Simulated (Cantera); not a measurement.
A closed system holds: 1 mol C₂F₆, 1.1 mol CH₄, 0.14 mol H₂, at 1775 K and 133 Pa.

Method: chemical equilibrium by Gibbs-energy minimisation in Cantera with the NASA 1993 tables (ideal gas, pure condensed phases). Candidate condensed phases: C, C₆H₆, C₇H₈, C₈H₁₈; 95 gas species. The feed counts by its element totals alone. Gases not in the tables: C₂F₆ and larger saturated fluorocarbons. Rates play no part.

Base state: HF 0.925, CF₄ 0.0587, CF₂ 0.00900, F 0.00711, CF₃ 0.000325 (mole fractions); condensed: C(graphite).

Q: What changes in the equilibrium state with this change: temperature from 1775 K to 2198.15 K?

A: 
| species | before | after |
|---|---|---|
| HF | 0.925 | 0.811 |
| F | 0.00711 | 0.149 |
| CF₂ | 0.00900 | 0.0370 |
| CF₄ | 0.0587 | 0.000749 |
| CF | 9.37e-6 | 0.00168 |
| H | 1.20e-6 | 0.000108 |
| C(graphite), mol | 2.76 | 2.87 |

Q: What changes in the equilibrium state with this change: C₂F₆ replaced by CCl₄?

A: 
| species | before | after |
|---|---|---|
| HCl | 0 | 0.893 |
| H₂ | 2.29e-8 | 0.0857 |
| Cl | 0 | 0.0186 |
| HF | 0.925 | 0 |
| CF₄ | 0.0587 | 0 |
| CF₂ | 0.00900 | 0 |
| F | 0.00711 | 0 |
| C(graphite), mol | 2.76 | 2.10 |

Q: What changes in the equilibrium state with this change: H₂ from 0.14 to 12 mol?

A: 
```json
[
 {"species": "H₂", "before": "2.29e-8", "after": "0.646"},
 {"species": "HF", "before": "0.925", "after": "0.348"},
 {"species": "H", "before": "1.20e-6", "after": "0.00637"},
 {"species": "CF₄", "before": "0.0587", "after": "<1e-9"},
 {"species": "CF₂", "before": "0.00900", "after": "<1e-9"},
 {"species": "CF₃", "before": "0.000325", "after": "<1e-9"},
 {"species": "C₂H₂ (acetylene)", "before": "<1e-9", "after": "9.20e-5"},
 {"species": "C(graphite), mol", "before": "2.76", "after": "3.10"}
]
```
